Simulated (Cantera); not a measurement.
## Pyrogenic steam for wet oxidation

An isothermal, constant-pressure homogeneous reactor starts with H2 : O2 : N2 = 1.4 : 1 : 0.62 (molar parts), equivalence ratio 0.70, at 1400 K and 750 Torr.

Model: the H2/O2 subset of GRI-Mech 3.0, which has no nitrogen chemistry, integrated in Cantera. The temperature is held fixed by assumption; the heat of reaction is taken as removed at once.

| t (s) | x H2 | x O2 | x H | x H2O2 | x HO2 | x OH |
|---|---|---|---|---|---|---|
| 0.000500 | 3.10e-5 | 0.129 | 6.10e-7 | 4.40e-7 | 2.43e-6 | 0.000361 |
| 0.00119 | 7.01e-6 | 0.129 | 9.66e-8 | 1.72e-7 | 7.20e-7 | 0.000206 |
| 0.00284 | 2.35e-6 | 0.129 | 2.25e-8 | 7.39e-8 | 2.97e-7 | 0.000127 |
| 0.00677 | 1.11e-6 | 0.129 | 7.71e-9 | 3.73e-8 | 1.82e-7 | 8.61e-5 |
| 0.0161 | 8.01e-7 | 0.129 | 4.64e-9 | 2.58e-8 | 1.57e-7 | 6.97e-5 |
| 0.0384 | 7.64e-7 | 0.129 | 4.28e-9 | 2.43e-8 | 1.54e-7 | 6.72e-5 |
| 0.0916 | 7.63e-7 | 0.129 | 4.28e-9 | 2.43e-8 | 1.54e-7 | 6.72e-5 |
| 0.218 | 7.63e-7 | 0.129 | 4.28e-9 | 2.43e-8 | 1.54e-7 | 6.72e-5 |
| 0.520 | 7.63e-7 | 0.129 | 4.28e-9 | 2.43e-8 | 1.54e-7 | 6.72e-5 |
| 1.24 | 7.63e-7 | 0.129 | 4.28e-9 | 2.43e-8 | 1.54e-7 | 6.72e-5 |
| 2.96 | 7.63e-7 | 0.129 | 4.28e-9 | 2.43e-8 | 1.54e-7 | 6.72e-5 |
| 7.04 | 7.63e-7 | 0.129 | 4.28e-9 | 2.43e-8 | 1.54e-7 | 6.72e-5 |
| 16.8 | 7.63e-7 | 0.129 | 4.28e-9 | 2.43e-8 | 1.54e-7 | 6.72e-5 |
| 40.0 | 7.63e-7 | 0.129 | 4.28e-9 | 2.43e-8 | 1.54e-7 | 6.72e-5 |
x: mole fraction; the columns are a selection and need not sum to one.

Equilibrium at this temperature and pressure: H2 7.63e-7, O2 0.129, H 4.28e-9, H2O2 2.43e-8, HO2 1.54e-7, OH 6.72e-5 (gas phase only).
